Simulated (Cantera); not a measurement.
Source: NASA polynomial tables (part measured, part estimated), evaluated in Cantera. Values are per mole of reaction as written; species without (g) are pure solids or liquids, kept so even where they would boil at 1 bar.

1.2 Ti + O2(g) ⇌ 0.4 Ti3O5

| T (K) | ΔH° (kJ) | ΔS° (J/K) | ΔG° (kJ) | log10 K |
|---|---|---|---|---|
| 1275 | -973.4 | -168.8 | -758.2 | 31.06 |
| 1300 | (withheld) | (withheld) | (withheld) | (withheld) |
| 1325 | (withheld) | (withheld) | (withheld) | (withheld) |
| 1350 | -972.1 | -167.8 | -745.6 | 28.85 |
| 1375 | -971.6 | -167.4 | -741.4 | 28.17 |
| 1400 | -971.2 | -167.1 | -737.2 | 27.51 |

Q: Some entries are withheld; supply them.

A: 
- 1300, ΔH° (kJ): -973.0
- 1300, ΔS° (J/K): -168.4
- 1300, ΔG° (kJ): -754.0
- 1300, log10 K: 30.30
- 1325, ΔH° (kJ): -972.5
- 1325, ΔS° (J/K): -168.1
- 1325, ΔG° (kJ): -749.8
- 1325, log10 K: 29.56
